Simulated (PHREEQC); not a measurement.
0.026 g of hydrous ferric oxide (600 m²/g; 0.2 weak and 0.005 strong sites per Fe, Dzombak-Morel constants, diffuse double layer) in 1 kg of water with 0.3 mol/kgw of an inert sodium salt and 6.5e-06 mol/kgw MgCl2, at 25 °C; the pH is set by adding NaOH or the inert anion's acid. O2 is buffered at 0.21 atm. No CO2 enters from the air. No solid was allowed to form.

Base run: PHREEQC, ion-association model, wateq4f.dat. Each further column changes one thing. The table gives surface charge σ (C/m²).

```csv
pH,base,background salt from 0.3 to 0.03 mol/kgw,oxide from 0.026 to 0.13 g/kgw,0.00024 mol/kgw H3BO3 added
4,0.349,[?],0.349,0.349
4.75,0.296,[?],0.296,0.296
5.88,0.167,0.082,0.167,0.167
6.62,0.095,[?],0.095,0.095
7.38,0.041,[?],0.041,0.041
8.12,0.000,0.000,0.000,0.000
9.25,-0.057,[?],-0.065,-0.057
10,-0.109,[?],-0.127,-0.109
```

Some entries are withheld; supply them.


- 4, background salt from 0.3 to 0.03 mol/kgw: 0.270
- 4.75, background salt from 0.3 to 0.03 mol/kgw: 0.184
- 6.62, background salt from 0.3 to 0.03 mol/kgw: 0.042
- 7.38, background salt from 0.3 to 0.03 mol/kgw: 0.017
- 9.25, background salt from 0.3 to 0.03 mol/kgw: -0.022
- 10, background salt from 0.3 to 0.03 mol/kgw: -0.050
